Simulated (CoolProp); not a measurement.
Vapour-liquid equilibrium of R1234ze(E) (1) + R227EA (2) at 286.1 K; x and y are mole fractions of (1).

The numbers come from the multi-fluid Helmholtz-energy mixture model, Thol 2016 and Lemmon 2016; pair parameters Bell 2023 in CoolProp.

```json
[
 {"x": "0.05", "bubble pressure, mixture model (MPa)": "0.3117", "bubble pressure, Raoult's law (MPa)": "0.3106", "y, mixture model": "0.057", "y, Raoult's law": "0.055"},
 {"x": "0.2", "bubble pressure, mixture model (MPa)": "0.3193", "bubble pressure, Raoult's law (MPa)": "0.3153", "y, mixture model": "0.221", "y, Raoult's law": "0.216"},
 {"x": "0.35", "bubble pressure, mixture model (MPa)": "0.3260", "bubble pressure, Raoult's law (MPa)": "0.3200", "y, mixture model": "0.376", "y, Raoult's law": "0.372"},
 {"x": "0.5", "bubble pressure, mixture model (MPa)": "0.3315", "bubble pressure, Raoult's law (MPa)": "0.3247", "y, mixture model": "0.523", "y, Raoult's law": "0.524"},
 {"x": "0.65", "bubble pressure, mixture model (MPa)": "0.3358", "bubble pressure, Raoult's law (MPa)": "0.3294", "y, mixture model": "0.665", "y, Raoult's law": "0.672"},
 {"x": "0.8", "bubble pressure, mixture model (MPa)": "0.3388", "bubble pressure, Raoult's law (MPa)": "0.3341", "y, mixture model": "0.806", "y, Raoult's law": "0.815"},
 {"x": "0.95", "bubble pressure, mixture model (MPa)": "0.3403", "bubble pressure, Raoult's law (MPa)": "0.3389", "y, mixture model": "0.951", "y, Raoult's law": "0.954"}
]
```

The largest gap from Raoult's law is +2.1 % in bubble pressure, at x = 0.5. No azeotrope shows between x = 0.05 and 0.95.

Pair parameters are fitted to limited data, so mixtures are less certain than the pure fluids.
